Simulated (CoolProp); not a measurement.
n-dodecane along the isotherm 346.85 °C: density (kg/m³) from the reference equation and from simpler models built on Tc = 385.0 °C, pc = 1.818 MPa, ω = 0.574; each cubic takes its own stable root.

The numbers come from the reference Helmholtz-energy equation of state, Lemmon 2004 in CoolProp. It is a short technical equation, of lower accuracy than the large ones.

```json
[
 {"p (MPa)": "0.568", "phase": "gas", "reference": "___", "van der Waals": "21.31", "Redlich-Kwong": "21.82", "Soave-Redlich-Kwong": "22.08", "Peng-Robinson": "___"},
 {"p (MPa)": "1.14", "phase": "liquid", "reference": "428.0", "van der Waals": "52.71", "Redlich-Kwong": "56.75", "Soave-Redlich-Kwong": "___", "Peng-Robinson": "___"},
 {"p (MPa)": "1.7", "phase": "liquid", "reference": "440.0", "van der Waals": "241.5", "Redlich-Kwong": "315.9", "Soave-Redlich-Kwong": "344.2", "Peng-Robinson": "387.7"},
 {"p (MPa)": "2.27", "phase": "liquid", "reference": "449.4", "van der Waals": "259.4", "Redlich-Kwong": "335.0", "Soave-Redlich-Kwong": "357.5", "Peng-Robinson": "402.1"},
 {"p (MPa)": "2.84", "phase": "liquid", "reference": "457.2", "van der Waals": "270.9", "Redlich-Kwong": "349.1", "Soave-Redlich-Kwong": "368.3", "Peng-Robinson": "413.8"},
 {"p (MPa)": "3.41", "phase": "liquid", "reference": "463.9", "van der Waals": "279.6", "Redlich-Kwong": "360.4", "Soave-Redlich-Kwong": "377.4", "Peng-Robinson": "423.7"},
 {"p (MPa)": "3.98", "phase": "liquid", "reference": "469.8", "van der Waals": "286.7", "Redlich-Kwong": "___", "Soave-Redlich-Kwong": "385.3", "Peng-Robinson": "432.3"},
 {"p (MPa)": "4.54", "phase": "liquid", "reference": "___", "van der Waals": "___", "Redlich-Kwong": "378.1", "Soave-Redlich-Kwong": "392.2", "Peng-Robinson": "439.9"}
]
```

### Question
Some entries are withheld; supply them.

### Answer

- 0.568, reference: 22.77
- 0.568, Peng-Robinson: 22.40
- 1.14, Soave-Redlich-Kwong: 326.4
- 1.14, Peng-Robinson: 368.7
- 3.98, Redlich-Kwong: 369.9
- 4.54, reference: 475.1
- 4.54, van der Waals: 292.6

At some of these states van der Waals, Redlich-Kwong gives the other phase, because its saturation line lies elsewhere.
